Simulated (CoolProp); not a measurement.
Vapour-liquid equilibrium of R125 (1) + R134a (2) at 261.8 K; x and y are mole fractions of (1).

Computed with CoolProp (multi-fluid Helmholtz-energy mixture model, Lemmon 2005 and Tillner-Roth 1994; pair parameters Lemmon 2004).

Task: Give the bubble pressure and the first vapour's composition at x = 0.15, 0.65, 0.85. Is there an azeotrope?

Result: x = 0.15: 0.2325 MPa, y = 0.292; x = 0.65: 0.3672 MPa, y = 0.800; x = 0.85: 0.4203 MPa, y = 0.922. No azeotrope shows between x = 0.05 and 0.95.

The pair parameters rest on a limited set of measurements; away from them the model extrapolates.
